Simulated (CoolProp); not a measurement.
Carbonyl sulfide along the isotherm 36.25 °C: Z from the reference equation and from simpler models built on Tc = 105.6 °C, pc = 6.369 MPa, ω = 0.098; each cubic takes its own stable root.

Computed with CoolProp (reference Helmholtz-energy equation of state, Lemmon 2006). It is a short technical equation, of lower accuracy than the large ones.

```
p (MPa)   phase  reference
-------  ------  ---------
1.06        gas     0.8850
2.12     liquid    0.05165
3.18     liquid    0.07705
4.25     liquid     0.1024
5.31     liquid     0.1273
6.37     liquid     0.1520
7.43     liquid     0.1765
8.49     liquid     0.2009
9.55     liquid     0.2250
```

How far does each simpler model (Redlich-Kwong, Soave-Redlich-Kwong) lie from the reference over these 9 states: mean and median of the absolute difference, and the worst?


- Redlich-Kwong: mean 8.5 %, median 9.1 %, worst +10.9 % at 36.25 °C and 2.12 MPa
- Soave-Redlich-Kwong: mean 7.2 %, median 7.8 %, worst +9.2 % at 36.25 °C and 2.12 MPa
